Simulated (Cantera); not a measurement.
A closed system holds: 1 mol Cu2O, 2.2 mol CH4, 2.2 mol N2, at 1698 K and 1.33 mbar.

Method: chemical equilibrium by Gibbs-energy minimisation in Cantera with the NASA 1993 tables (ideal gas, pure condensed phases). Candidate condensed phases: C, C6H6, C7H8, C8H18, Cu, CuO, Cu(OH)2, Cu2O, H2O; 139 gas species. Rates play no part.

Base state: H2 0.509, N2 0.255, CO 0.116, Cu 0.116, H 0.00282, HCN 0.00130, Cu2 0.000139, HNC 3.88e-5 (mole fractions); condensed: C(graphite) + Cu(l).

Q: What changes in the equilibrium state with this change: temperature from 1698 K to 1400 K?

A: 
```json
[
 {"species": "H2", "before": "0.509", "after": "0.578"},
 {"species": "N2", "before": "0.255", "after": "0.289"},
 {"species": "CO", "before": "0.116", "after": "0.131"},
 {"species": "Cu", "before": "0.116", "after": "0.00101"},
 {"species": "Cu2", "before": "0.000139", "after": "1.97e-7"},
 {"species": "H", "before": "0.00282", "after": "0.000101"},
 {"species": "C2H2 (acetylene)", "before": "3.67e-5", "after": "1.46e-6"},
 {"species": "HNC", "before": "3.88e-5", "after": "2.42e-6"},
 {"species": "HCN", "before": "0.00130", "after": "0.000203"},
 {"species": "C(graphite), mol", "before": "1.19", "after": "1.20"},
 {"species": "Cu(l), mol", "before": "0.998", "after": "1.99"}
]
```

Q: What changes in the equilibrium state with this change: pressure from 1.33 mbar to 13.0 mbar?

A: 
```json
[
 {"species": "H2", "before": "0.509", "after": "0.570"},
 {"species": "N2", "before": "0.255", "after": "0.285"},
 {"species": "CO", "before": "0.116", "after": "0.130"},
 {"species": "Cu", "before": "0.116", "after": "0.0119"},
 {"species": "Cu2", "before": "0.000139", "after": "1.43e-5"},
 {"species": "H", "before": "0.00282", "after": "0.000958"},
 {"species": "C(graphite), mol", "before": "1.19", "after": "1.19"},
 {"species": "Cu(l), mol", "before": "0.998", "after": "1.91"}
]
```
